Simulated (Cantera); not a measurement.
Charge: 1 mol SiH2Cl2, 40 mol N2, held at 1125 K and 1 atm.

Equilibrium computed with Cantera from the NASA thermochemical tables; the gas is ideal and each condensed phase is pure. Candidate condensed phases: NH4Cl, Si, Si3N4; 28 gas species. N2 is the only nitrogen source here; it is nearly inert below about 1500 K, so the nitride shown seldom forms there in practice. The tables' values for SiCl3 are old estimates; treat these amounts as uncertain. The numbers say what is thermodynamically allowed, not how fast it happens.

Base state: N2 0.955, HCl 0.0329, H2 0.00778, SiCl4 0.00387, SiHCl3 1.59e-5, SiCl3 1.30e-5 (mole fractions); condensed: Si3N4(s).

Problem. What changes in the equilibrium state with this change: SiH2Cl2 replaced by SiH4?

Solution. 
| species | before | after |
|---|---|---|
| N2 | 0.955 | 0.952 |
| H2 | 0.00778 | 0.0484 |
| HCl | 0.0329 | 0 |
| SiCl4 | 0.00387 | 0 |
| SiHCl3 | 1.59e-5 | 0 |
| SiCl3 | 1.30e-5 | 0 |
| Si3N4(s), mol | 0.280 | 0.333 |
